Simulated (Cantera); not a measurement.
Predominance diagram of Mg at 900 K against the partial pressures of O2 and Br2 (log10, bar). Source: NASA polynomial tables (part measured, part estimated), evaluated in Cantera. Candidates: Mg(s), MgBr2(s), MgO(s). Only these pure phases compete in this equilibrium. Not in the tables: oxide halides.

```
log p(Br2) \ log p(O2)
        columns: -48, -44.6, -41.1, -37.7, -34.3, -30.9, -27.4, -24, -20.6, -17.1, -13.7, -10.3, -6.9, -3.4, 0
      0  A A A A A A A A A A A A B B B
   -1.8  A A A A A A A A A A B B B B B
   -3.7  A A A A A A A A A B B B B B B
   -5.5  A A A A A A A A B B B B B B B
   -7.4  A A A A A A A B B B B B B B B
   -9.2  A A A A A A B B B B B B B B B
  -11.1  A A A A A B B B B B B B B B B
  -12.9  A A A A B B B B B B B B B B B
  -14.8  A A A B B B B B B B B B B B B
  -16.6  A A B B B B B B B B B B B B B
  -18.5  A B B B B B B B B B B B B B B
  -20.3  B B B B B B B B B B B B B B B
  -22.2  B B B B B B B B B B B B B B B
    -24  B B B B B B B B B B B B B B B
```

A: MgBr2(s); B: MgO(s).
